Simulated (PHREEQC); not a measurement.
A solution holds 0.028 mol CuSO4, 0.00014 mol HCl and 5.1e-05 mol H3BO3 per kg of water, at 43 °C. Closed to the air; pH follows from the charge balance.

The numbers come from PHREEQC with the ion-association model, phreeqc.dat.

**Question.** The ionic strength comes out as 0.0668 mol/kgw. What activity coefficients do CuCl+, HSO4-, SO4-2, Cl-, Cu2(OH)2+2 get?

**Answer.** CuCl+ 0.79, HSO4- 0.80, SO4-2 0.41, Cl- 0.79, Cu2(OH)2+2 0.41.

Precipitation was switched off in this run. Complexes and solids missing from the database can't appear. At this temperature some constants are extrapolated from 25 °C, and those without enthalpy data are left unchanged.
